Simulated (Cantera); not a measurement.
Adiabatic ignition

An adiabatic, constant-pressure homogeneous reactor starts with 25.6 % H2, 12.8 % O2, 61.5 % N2, equivalence ratio 1.0, at 950 K and 25.7 atm.

Computed with Cantera and the H2/O2 subset of GRI-Mech 3.0, which has no nitrogen chemistry. The hydrogen kinetics of GRI-Mech 3.0 are dated; newer H2 mechanisms differ, most at raised pressure. The pressure lies above the range GRI-Mech 3.0 was tuned for (to about 10 atm).

```csv
t (s),T (K),x H2,x O2,x H,x H2O2,x H2O,x HO2,x OH
2.00e-6,950,0.256,0.128,1.92e-12,1.60e-12,1.00e-11,5.97e-10,<1e-12
5.37e-6,950,0.256,0.128,1.96e-12,1.16e-11,2.77e-11,1.61e-9,<1e-12
1.44e-5,950,0.256,0.128,2.06e-12,8.40e-11,7.71e-11,4.31e-9,<1e-12
3.86e-5,950,0.256,0.128,2.32e-12,6.01e-10,2.26e-10,1.16e-8,<1e-12
0.000104,950,0.256,0.128,3.04e-12,4.31e-9,8.06e-10,3.13e-8,<1e-12
0.000278,950,0.256,0.128,5.23e-12,3.09e-8,4.85e-9,8.62e-8,<1e-12
0.000746,950,0.256,0.128,1.36e-11,2.31e-7,5.78e-8,2.67e-7,2.32e-12
0.00200,950,0.256,0.128,6.96e-11,2.31e-6,1.18e-6,1.27e-6,2.14e-11
0.00537,950,0.256,0.128,5.87e-10,3.54e-5,4.27e-5,6.39e-6,3.17e-10
0.0144,966,0.254,0.127,8.52e-9,0.000458,0.00182,2.77e-5,5.95e-9
0.0386,2679,0.0114,0.00409,0.00111,9.11e-7,0.276,4.32e-6,0.00672
0.104,2679,0.0114,0.00409,0.00111,9.11e-7,0.276,4.32e-6,0.00672
0.278,2679,0.0114,0.00409,0.00111,9.11e-7,0.276,4.32e-6,0.00672
0.746,2679,0.0114,0.00409,0.00111,9.11e-7,0.276,4.32e-6,0.00672
2.00,2679,0.0114,0.00409,0.00111,9.11e-7,0.276,4.32e-6,0.00672
```
x: mole fraction; the columns are a selection and need not sum to one.

* **time of steepest temperature rise**: 19.1 ms
* **temperature at 2.00 s**: 2679 K
* **equilibrium temperature**: 2679 K
* **x(H2) at 2.00 s**: 0.0114 (gas-phase equilibrium 0.0114)
* **x(O2) at 2.00 s**: 0.00409 (gas-phase equilibrium 0.00409)
* **x(H) at 2.00 s**: 0.00111 (gas-phase equilibrium 0.00111)
